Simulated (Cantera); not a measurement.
A closed system holds: 1 mol CHF₃, 0.23 mol HCl, 14 mol H₂, 0.21 mol CH₄, at 1330 Pa.

Method: chemical equilibrium by Gibbs-energy minimisation in Cantera with the NASA 1993 tables (ideal gas, pure condensed phases). Candidate condensed phases: C, C₆H₆, C₇H₈, C₈H₁₈; 135 gas species. Ions and electrons are included (thermal ionisation). The numbers say what is thermodynamically allowed, not how fast it happens.

Which condensed phases are stable at each of these points (T (K)): 2000, 2250, 2500, 2750, 3000, 3250, 3500, 3750, 4000, 4250, 4500, 4750, 5000?


| T (K) | condensed phases | C condensed (%) |
|---|---|---|
| 2000 | C(graphite) | 98.3 |
| 2250 | C(graphite) | 92.8 |
| 2500 | C(graphite) | 78.2 |
| 2750 | C(graphite) | 44.5 |
| 3000 | gas only | 0.0 |
| 3250 | gas only | 0.0 |
| 3500 | gas only | 0.0 |
| 3750 | gas only | 0.0 |
| 4000 | gas only | 0.0 |
| 4250 | gas only | 0.0 |
| 4500 | gas only | 0.0 |
| 4750 | gas only | 0.0 |
| 5000 | gas only | 0.0 |

From 2000 K to 2750 K the condensed part is C(graphite). From 3000 K to 5000 K nothing is condensed.
